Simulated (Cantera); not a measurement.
Charge: 1 mol Si2H6, 0.19 mol H2O, equilibrated at 0.460 bar.

Cantera equilibrium calculation (NASA polynomials, part measured and part estimated; ideal gas, pure solids and liquids). Candidate condensed phases: H2O, Si, SiO2; 18 gas species. The feed counts by its element totals alone. Each liquid is taken as pure. Mutual solubility and eutectic melting of coexisting phases are not modelled. The tables hold silica as quartz up to 1696 K and as liquid above; real silica turns to tridymite and cristobalite and melts near 1996 K. Gases not in the tables: Si2H6 and higher silanes. Equilibrium is a limit: real reactors are often held back by kinetics, nucleation or transport.

Question: Which condensed phases are stable at each of these points (T (K)): 1748, 1773, 1798, 1823, 1848, 1873, 1898, 1923, 1948?

Answer: 
```csv
T (K),condensed phases,Si condensed (%)
1748,Si(l) + SiO2(condensed),91.6
1773,Si(l),90.5
1798,Si(l),90.5
1823,Si(l),90.5
1848,Si(l),90.5
1873,Si(l),90.5
1898,Si(l),90.5
1923,Si(l),90.5
1948,Si(l),90.5
```

At 1748 K the condensed part is Si(l) + SiO2(condensed). From 1773 K to 1948 K the condensed part is Si(l).
